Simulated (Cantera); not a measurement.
Cantera run:

```python
import numpy as np
import cantera as ct

gas_names = """
    C CH CH2 CH3 CH2OH CH3O CH4 CH3OH CN CO CO2 COOH C2 C2H CHCO,ketyl C2H2,acetylene C2H2,vinylidene
    CH2CO,ketene C2H3,vinyl CH3CN CH3CO,acetyl C2H4 C2H4O,ethylen CH3CHO,ethanal CH3COOH (HCOOH)2 C2H5
    C2H6 CH3OCH3 C2H5OH CCN CNC C2N2 C2O C3 C3H3,propargyl C3H4,allene C3H4,propyne C3H4,cyclo-
    C3H5,allyl C3H6,propylene C3H6,cyclo- C3H6O C3H7,n-propyl C3H7,i-propyl C3H8 C3H8O,1propanol
    C3H8O,2propanol C3O2 C4 C4H2 C4H4,1,3-cyclo- C4H6,butadiene C4H6,2-butyne C4H6,cyclo- C4H8,1-butene
    C4H8,cis2-buten C4H8,tr2-butene C4H8,isobutene C4H8,cyclo- (CH3COOH)2 C4H9,n-butyl C4H9,i-butyl
    C4H9,s-butyl C4H9,t-butyl C4H10,isobutane C4H10,n-butane C4N2 C5 C5H6,1,3cyclo- C5H8,cyclo-
    C5H10,1-pentene C5H10,cyclo- C5H11,pentyl C5H11,t-pentyl C5H12,n-pentane C5H12,i-pentane
    CH3C(CH3)2CH3 C6H2 C6H5,phenyl C6H5O,phenoxy C6H6 C6H5OH,phenol C6H10,cyclo- C6H12,1-hexene
    C6H12,cyclo- C6H13,n-hexyl C7H7,benzyl C7H8 C7H8O,cresol C7H14,1-heptene C7H15,n-heptyl
    C7H16,n-heptane C8H8,styrene C8H10,ethylbenz C8H16,1-octene C8H17,n-octyl C8H18,isooctane
    C8H18,n-octane C9H19,n-nonyl C10H8,naphthale C10H21,n-decyl C12H9,o-bipheny C12H10,bipheny H HCN HCO
    HCCN HNC HNCO HNO HNO2 HNO3 HO2 H2 HCHO,formaldehy HCOOH H2O H2O2 N NCO NH NH2 NH3 NH2OH NO NO2 NO3
    N2 N2H2 N2H4 N2O O OH O2 O3
""".split()
cond_names = """
    C(gr) C6H6(L) C7H8(L) C8H18(L),n-octa H2O(s) H2O(L)
""".split()


def load(file, names, dense=False):
    # The tables refer to 1 bar. Condensed volumes are neglected.
    table = {s.name: s for s in ct.Species.list_from_file(file)}
    out = []
    for n in names:
        d = dict(table[n].input_data)
        d["thermo"] = dict(d["thermo"], **{"reference-pressure": 1e5})
        if dense:
            d["equation-of-state"] = {"model": "constant-volume", "density": "1e6 g/cm^3"}
        out.append(ct.Species.from_dict(d))
    return out


gas = ct.Solution(thermo="ideal-gas", species=load("nasa_gas.yaml", gas_names))
cond = {s.name: ct.Solution(thermo="fixed-stoichiometry", species=[s], name=s.name)
        for s in load("nasa_condensed.yaml", cond_names, dense=True)}
atoms = {
    'toluene': {'C': 7, 'H': 8},
    'H2O': {'H': 2, 'O': 1},
    'N2': {'N': 2},
}
top_T = {'C(gr)': 4500}  # K; cautious upper limits of use, not melting points


def equilibrate(T, P, feed):
    n = {}
    for name, mol in feed.items():
        for a, k in atoms[name].items():
            n[a] = n.get(a, 0.0) + k * mol
    gas.TPX = T, P, n
    mass = sum(n.values()) * gas.mean_molecular_weight
    gas.equilibrate("TP")
    valid = [c for c in cond.values() if c.min_temp <= T <= top_T.get(c.name, c.max_temp)]
    mix = ct.Mixture([(gas, mass / gas.mean_molecular_weight)] + [(c, 0.0) for c in valid])
    mix.T, mix.P = T, P
    mix.equilibrate("TP", solver="vcs", rtol=1e-11, max_steps=5000)
    return mix


results = []
feed = {'toluene': 1, 'H2O': 0.022, 'N2': 7.3}  # mol
P = 13332.2  # Pa
for T in [2225, 2300, 2375, 2450, 2525, 2600, 2675, 2750, 2825, 2900]:
    mix = equilibrate(T, P, feed)
    results.append((T, P, feed, dict(zip(mix.species_names, mix.species_moles))))

top = {s: max(r[3][s] / sum(r[3][g] for g in gas_names) for r in results) for s in gas_names}
cols = sorted((s for s in top if top[s] > 1e-06), key=lambda s: -top[s])[:8]
seen = [c for c in cond_names if any(r[3].get(c, 0) > 1e-12 for r in results)]
print("log10 of partial pressures in bar; condensed amounts in mol")
print(f"{'T/K':>10s}" + "".join(f"{s[:9]:>10s}" for s in cols + seen))
for T, P, feed, n in results:
    ng = sum(n[g] for g in gas_names)
    print(f"{T:10.4g}" + "".join(f"{np.log10(max(n[s] / ng * P / 1e5, 1e-99)):10.3f}" for s in cols)
          + "".join(f"{n.get(c, 0):10.4g}" for c in seen))
```

It prints:

```
log10 of partial pressures in bar; condensed amounts in mol
       T/K        N2        H2         H       HCN       HNC C2H2,acet        CN        CO     C(gr)
      2225    -1.074    -1.346    -2.861    -2.696    -3.783    -3.878    -5.640    -3.590     6.769
      2300    -1.077    -1.353    -2.691    -2.601    -3.642    -3.718    -5.310    -3.591      6.71
      2375    -1.080    -1.363    -2.532    -2.515    -3.512    -3.570    -5.002    -3.592      6.64
      2450    -1.084    -1.376    -2.385    -2.435    -3.392    -3.435    -4.713    -3.594     6.559
      2525    -1.089    -1.392    -2.248    -2.364    -3.283    -3.313    -4.442    -3.597     6.465
      2600    -1.094    -1.413    -2.122    -2.299    -3.183    -3.203    -4.187    -3.600     6.359
      2675    -1.101    -1.438    -2.006    -2.242    -3.092    -3.105    -3.948    -3.604      6.24
      2750    -1.109    -1.469    -1.899    -2.192    -3.010    -3.019    -3.722    -3.609     6.107
      2825    -1.118    -1.506    -1.802    -2.150    -2.938    -2.947    -3.510    -3.615     5.959
      2900    -1.128    -1.550    -1.715    -2.116    -2.875    -2.887    -3.309    -3.622      5.79
```

Cantera equilibrium calculation (NASA polynomials, part measured and part estimated; ideal gas, pure solids and liquids).
